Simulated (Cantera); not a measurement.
**Ignition delay**

Mixture: CH4 : O2 : N2 = 1 : 3.85 : 14.2 (molar parts), equivalence ratio 0.52, at 1.20 bar, adiabatic and at constant pressure. Ignition delay is the time to a rise of 400 K.

Model: GRI-Mech 3.0 (53 species, 325 reactions), integrated in Cantera.

```csv
T0 (K),delay (ms)
1175,39.1
1250,13.7
1325,5.25
1400,2.20
1475,1.02
1550,0.515
1625,0.285
1700,0.169
1775,0.106
1850,0.0692
```

- apparent activation energy between 1700 and 1850 K = 160 kJ/mol
